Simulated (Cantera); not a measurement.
Input: 1 mol c-C4F8, 0.56 mol CH4, a varied amount of H2, at 2348.15 K and 0.630 bar.

Method: chemical equilibrium by Gibbs-energy minimisation in Cantera with the NASA 1993 tables (ideal gas, pure condensed phases). Candidate condensed phases: C, C6H6, C7H8, C8H18; 95 gas species. The feed counts by its element totals alone. The tables' values for C2F4 are old estimates; treat these amounts as uncertain. Gases not in the tables: C2F6 and larger saturated fluorocarbons. Equilibrium is a limit: real reactors are often held back by kinetics, nucleation or transport.

log p: log10 of the partial pressure in bar; n: condensed amount in mol.

```tsv
n(H2) (mol)	log p HF	log p CF4	log p CF2	log p F	log p CF3	log p H2	log p H	n C(graphite)
0.24	-0.40	-0.79	-1.29	-1.92	-2.26	-6.50	-5.16	3.07
0.3	-0.39	-0.81	-1.30	-1.92	-2.28	-6.47	-5.14	3.11
0.39	-0.38	-0.85	-1.31	-1.93	-2.30	-6.43	-5.12	3.15
0.5	-0.36	-0.88	-1.33	-1.94	-2.33	-6.38	-5.10	3.21
0.64	-0.34	-0.93	-1.36	-1.95	-2.37	-6.32	-5.07	3.28
0.82	-0.32	-1.00	-1.39	-1.97	-2.42	-6.25	-5.03	3.38
1.1	-0.30	-1.11	-1.45	-2.00	-2.50	-6.15	-4.98	3.53
1.4	-0.28	[?]	[?]	-2.03	[?]	[?]	[?]	3.69
1.7	-0.26	-1.39	-1.58	-2.07	-2.71	-5.93	-4.87	3.85
2.2	-0.23	-1.73	-1.76	-2.15	-2.97	-5.70	-4.76	4.14
2.9	-0.20	-7.36	-4.57	-3.56	-7.19	-2.83	-3.32	4.56
```

Some entries are withheld; supply them.


- 1.4, log p CF4: -1.24
- 1.4, log p CF2: -1.51
- 1.4, log p CF3: -2.60
- 1.4, log p H2: -6.04
- 1.4, log p H: -4.93
